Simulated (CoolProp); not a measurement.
n-decane along the isobar 7.18 bar: Z from the reference equation and from simpler models built on Tc = 617.7 K, pc = 21.01 bar, ω = 0.488; each cubic takes its own stable root.

Computed with CoolProp (reference Helmholtz-energy equation of state, Lemmon 2006). It is a short technical equation, of lower accuracy than the large ones.

```csv
T (K),phase,reference
470.4,liquid,0.04476
475.8,liquid,0.04466
481.2,liquid,0.04458
486.5,liquid,0.04452
491.9,liquid,0.04447
497.3,liquid,0.04445
502.7,liquid,0.04445
508.1,liquid,0.04447
513.4,liquid,0.04452
518.8,liquid,0.04460
524.2,liquid,0.04471
529.6,liquid,0.04486
535,liquid,0.04505
540.4,liquid,0.04529
545.7,gas,0.7503
551.1,gas,0.7638
```

Task: How far does each simpler model (van der Waals, Redlich-Kwong, Soave-Redlich-Kwong, Peng-Robinson) lie from the reference over these 16 states: mean and median of the absolute difference, and the worst?

Result: 
- van der Waals: mean 1193.2 %, median 1686.4 %, worst +1747.9 % at 540.4 K and 7.18 bar
- Redlich-Kwong: mean 532.3 %, median 31.8 %, worst +1664.8 % at 540.4 K and 7.18 bar
- Soave-Redlich-Kwong: mean 18.8 %, median 20.3 %, worst +23.8 % at 540.4 K and 7.18 bar
- Peng-Robinson: mean 6.1 %, median 6.1 %, worst +9.1 % at 540.4 K and 7.18 bar

At some of these states van der Waals, Redlich-Kwong gives the other phase, because its saturation line lies elsewhere.
